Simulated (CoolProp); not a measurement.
The fluid at 367.73 K and 0.259 MPa (gas) is heated at constant pressure to 390.2 K. The same conditions are run with several fluids, on thermodynamics alone (safety and materials aside).

Computed with CoolProp (reference Helmholtz-energy equation of state of each fluid (ethane: Bücker 2006; R407C: Lemmon 2003; neopentane: Lemmon 2006; R410A: Lemmon 2003; R21: Platzer 1990)). The equations of Platzer and Polt are older, rougher fits. Blends and air are pseudo-pure fits.

```json
[
 {"fluid": "ethane", "heat (kJ/kg)": "(withheld)", "final density (kg/m³)": "(withheld)"},
 {"fluid": "R407C", "heat (kJ/kg)": "(withheld)", "final density (kg/m³)": "6.99"},
 {"fluid": "neopentane", "heat (kJ/kg)": "(withheld)", "final density (kg/m³)": "(withheld)"},
 {"fluid": "R410A", "heat (kJ/kg)": "21.2", "final density (kg/m³)": "(withheld)"},
 {"fluid": "R21", "heat (kJ/kg)": "(withheld)", "final density (kg/m³)": "(withheld)"}
]
```

Question: Some entries are withheld; supply them.

Answer: 
- ethane, heat (kJ/kg): 47.2
- ethane, final density (kg/m³): 2.42
- R407C, heat (kJ/kg): 21.7
- neopentane, heat (kJ/kg): 47.3
- neopentane, final density (kg/m³): 6.00
- R410A, final density (kg/m³): 5.87
- R21, heat (kJ/kg): 15.5
- R21, final density (kg/m³): 8.46
